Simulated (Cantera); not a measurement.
An isothermal, constant-pressure homogeneous reactor starts with NH3 : H2 = 1 : 6.2 (molar parts), at 1500 K and 4100 Pa. Integrator tolerance rtol = 1e-08.

Detailed kinetics in Cantera: the gas-phase N/H chemistry of the illustrative SiF4/NH3 mechanism in the Surface Chemkin manual (1991). Walls and surfaces, which speed up NH3 decomposition in real reactors, are not modelled.

Task: What does this change do: pressure from 4100 Pa to 13300 Pa?

Result: 
```tsv
quantity	before	after
x(NH3) at 200 s	0.112 (gas-phase equilibrium 5.62e-7)	0.0996 (gas-phase equilibrium 1.83e-6)
x(H2) at 200 s	0.876 (gas-phase equilibrium 0.939)	0.883 (gas-phase equilibrium 0.939)
x(NH2) at 200 s	1.39e-5 (gas-phase equilibrium 1.12e-10)	9.21e-6 (gas-phase equilibrium 2.02e-10)
x(N2) at 200 s	0.0118 (gas-phase equilibrium 0.0610)	0.0172 (gas-phase equilibrium 0.0610)
x(NH) at 200 s	7.54e-8 (gas-phase equilibrium <1e-12)	3.71e-8 (gas-phase equilibrium <1e-12)
x(N) at 200 s	3.52e-9 (gas-phase equilibrium <1e-12)	1.29e-9 (gas-phase equilibrium <1e-12)
x(H) at 200 s	4.93e-5 (gas-phase equilibrium 8.48e-5)	3.70e-5 (gas-phase equilibrium 4.70e-5)
```

Task: What does this change do: pressure from 4100 Pa to 1330 Pa?

Result: 
| quantity | before | after |
|---|---|---|
| x(NH3) at 200 s | 0.112 (gas-phase equilibrium 5.62e-7) | 0.125 (gas-phase equilibrium 1.83e-7) |
| x(H2) at 200 s | 0.876 (gas-phase equilibrium 0.939) | 0.869 (gas-phase equilibrium 0.939) |
| x(NH2) at 200 s | 1.39e-5 (gas-phase equilibrium 1.12e-10) | 1.78e-5 (gas-phase equilibrium 6.39e-11) |
| x(N2) at 200 s | 0.0118 (gas-phase equilibrium 0.0610) | 0.00603 (gas-phase equilibrium 0.0610) |
| x(NH) at 200 s | 7.54e-8 (gas-phase equilibrium <1e-12) | 1.10e-7 (gas-phase equilibrium <1e-12) |
| x(N) at 200 s | 3.52e-9 (gas-phase equilibrium <1e-12) | 5.84e-9 (gas-phase equilibrium <1e-12) |
| x(H) at 200 s | 4.93e-5 (gas-phase equilibrium 8.48e-5) | 5.59e-5 (gas-phase equilibrium 0.000149) |
